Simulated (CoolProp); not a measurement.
A single-stage vapour-compression cycle with R13: evaporating at 195.15 K (dew point), condensing at 223.15 K (bubble point), superheat 0 K, subcooling 0 K, compressor efficiency 0.65, no pressure losses. Each further row changes one setting.

Values from CoolProp's reference Helmholtz-energy equation of state, Platzer 1990. This equation is an older, rougher fit; its heat capacities, sound speeds and derivatives of the liquid may be far off and weren't checked against measurements.

| case | cooling COP | pressure ratio | discharge temperature (K) | refrigerating effect (kJ/kg) | volumetric capacity (kJ/m³) |
|---|---|---|---|---|---|
| as stated | ___ | 3.46 | 255.4 | 122 | 997 |
| evaporating temperature 200.15 K | 5.06 | 2.69 | 248.6 | 124 | ___ |
| condensing temperature 218.15 K | ___ | ___ | ___ | 127 | 1040 |
| subcooling 5 K | 4.12 | 3.46 | 255.4 | 127 | 1040 |
| superheat 10 K | 3.91 | 3.46 | 266.7 | 127 | ___ |
| compressor efficiency 0.55 | 3.36 | 3.46 | 264.2 | 122 | 997 |

Some entries are withheld; supply them.


- as stated, cooling COP: 3.97
- evaporating temperature 200.15 K, volumetric capacity (kJ/m³): 1280
- condensing temperature 218.15 K, cooling COP: 4.96
- condensing temperature 218.15 K, pressure ratio: 2.84
- condensing temperature 218.15 K, discharge temperature (K): 245.7
- superheat 10 K, volumetric capacity (kJ/m³): 982
